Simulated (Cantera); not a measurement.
Input: 1 mol CuO, 2.1 mol C, 0.086 mol CO, at 1925 °C and 0.133 bar.

Method: chemical equilibrium by Gibbs-energy minimisation in Cantera with the NASA 1993 tables (ideal gas, pure condensed phases). Candidate condensed phases: C, Cu, CuO, Cu2O; 15 gas species. Kinetics and transport are ignored.

Base state: CO 0.827, Cu 0.172, Cu2 0.00130 (mole fractions); condensed: C(graphite) + Cu(l).

Question: What changes in the equilibrium state with this change: temperature from 1925 °C to 1652 °C?

Answer: 
```
species            before    after
----------------  -------  -------
CO                  0.827    0.984
Cu                  0.172   0.0156
Cu2               0.00130  4.95e-5
C(graphite), mol     1.10     1.10
Cu(l), mol          0.771    0.983
```
